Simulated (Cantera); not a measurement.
**Reactions in the system H-N-O-Zr**

Standard-state values (1 bar) from the NASA 1993 polynomials, evaluated with Cantera. Values are per mole of reaction as written; species without (g) are pure solids or liquids, kept so even where they would boil at 1 bar. ZrN: taken at fixed stoichiometry.

N(g) + 6 H₂O(g) + 3 ZrN ⇌ 3 ZrO₂(g) + 4 NH₃(g)

```csv
T (K),ΔH° (kJ),ΔS° (J/K),ΔG° (kJ),log10 K
300,1031.6,188.9,974.9,-169.74
1248,992.3,124.4,837.1,-35.04
1273,991.4,123.7,834.0,-34.22
1298,990.5,123.0,830.9,-33.44
1323,989.6,122.3,827.9,-32.68
1348,988.7,121.6,824.8,-31.96
1373,987.8,120.9,821.8,-31.26
1398,986.8,120.2,818.8,-30.59
1423,985.9,119.5,815.8,-29.94
```
